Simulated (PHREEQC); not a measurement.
Na2SO4 is added in steps, without added water, to 1 kg of water holding 0.021 mol HCl, 0.00019 mol CuSO4 and 0.00028 mol MnSO4, at 25 °C. No oxygen is let in. No CO2 enters from the air. Only these solids could form: Pyrochroite, Cu(OH)2, Brochantite, Antlerite, Atacamite, Halite, Mirabilite, Chalcanthite.

Base run: PHREEQC, ion-association model, wateq4f.dat. Each further column changes one thing. The table gives CuSO4 (mol/kgw).

```
Na2SO4 added (mol)     base  temperature from 25 to 90 °C  MnSO4 from 0.00028 to 0.0014 mol/kgw  HCl replaced by NaCl at the same molality  no solid may form
------------------  -------  ----------------------------  ------------------------------------  -----------------------------------------  -----------------
0                   2.60e-6                       7.52e-7                               8.10e-6                                    5.11e-6            2.60e-6
0.002625            1.53e-5                       5.12e-6                               1.94e-5                                    2.61e-5            1.53e-5
0.006125            2.86e-5                       1.14e-5                               3.15e-5                                    4.30e-5            2.86e-5
0.00875             3.66e-5                       1.65e-5                               3.89e-5                                    5.15e-5            3.66e-5
0.01225             4.53e-5                       2.35e-5                               4.71e-5                                    5.98e-5            4.53e-5
0.01487             5.08e-5                       2.88e-5                               5.22e-5                                    6.46e-5            5.08e-5
0.01837             5.68e-5                       3.57e-5                               5.79e-5                                    6.96e-5            5.68e-5
0.021               6.07e-5                       4.06e-5                               6.16e-5                                    7.27e-5            6.07e-5
```

 Away from 25 °C the constants follow the database's enthalpies or fits; those with neither stay at their 25 °C values.
